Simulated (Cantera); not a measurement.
## Adiabatic ignition

An adiabatic, constant-volume homogeneous reactor starts with 5.97 % CO, 0.281 % H2, 10.1 % O2, 83.6 % N2, equivalence ratio 0.31, at 1650 K and 4.00 bar.

Cantera simulation using GRI-Mech 3.0 (53 species, 325 reactions); the numbers are that mechanism's predictions, not measurements. The hydrogen kinetics of GRI-Mech 3.0 are dated; newer H2 mechanisms differ, most at raised pressure.

```csv
t (s),T (K),P (bar),x CO,x H2,x O2,x OH,x HO2,x H2O,x H2O2
6.00e-6,1650,4.00,0.0597,0.00280,0.101,2.81e-6,4.57e-7,2.01e-6,2.81e-10
1.56e-5,1651,4.00,0.0593,0.00231,0.100,0.000285,1.98e-5,0.000284,8.14e-8
4.05e-5,1732,4.18,0.0460,7.57e-5,0.0892,0.000851,1.71e-5,0.00198,1.29e-7
0.000105,1975,4.71,0.0197,8.59e-5,0.0761,0.00133,1.02e-5,0.00173,6.39e-8
0.000274,2158,5.09,0.00638,3.89e-5,0.0729,0.00109,3.26e-6,0.00222,2.42e-8
0.000711,2219,5.22,0.00199,1.36e-5,0.0720,0.000688,1.15e-6,0.00252,1.03e-8
0.00185,2234,5.25,0.000857,6.74e-6,0.0718,0.000493,7.56e-7,0.00264,6.41e-9
0.00480,2235,5.25,0.000762,6.15e-6,0.0716,0.000471,7.28e-7,0.00265,6.07e-9
0.0125,2233,5.25,0.000754,6.10e-6,0.0713,0.000468,7.22e-7,0.00265,6.03e-9
0.0325,2229,5.24,0.000738,6.00e-6,0.0705,0.000459,7.07e-7,0.00266,5.93e-9
0.0843,2222,5.22,0.000712,5.82e-6,0.0693,0.000446,6.82e-7,0.00266,5.78e-9
0.219,2216,5.21,0.000690,5.67e-6,0.0683,0.000435,6.62e-7,0.00267,5.65e-9
0.570,2215,5.20,0.000685,5.64e-6,0.0681,0.000432,6.57e-7,0.00267,5.62e-9
1.48,2215,5.20,0.000685,5.64e-6,0.0681,0.000432,6.57e-7,0.00267,5.62e-9
3.85,2215,5.20,0.000685,5.64e-6,0.0681,0.000432,6.57e-7,0.00267,5.62e-9
10.0,2215,5.20,0.000685,5.64e-6,0.0681,0.000432,6.57e-7,0.00267,5.62e-9
```
x: mole fraction; the columns are a selection and need not sum to one.

```yaml
time_of_steepest_temperature_rise: 55.8 µs
temperature at 10.0 s: 2215 K
equilibrium_temperature: 2215 K
x(CO) at 10.0 s: 0.000685 (gas-phase equilibrium 0.000685)
x(H2) at 10.0 s: 5.64e-6 (gas-phase equilibrium 5.64e-6)
x(O2) at 10.0 s: 0.0681 (gas-phase equilibrium 0.0681)
```
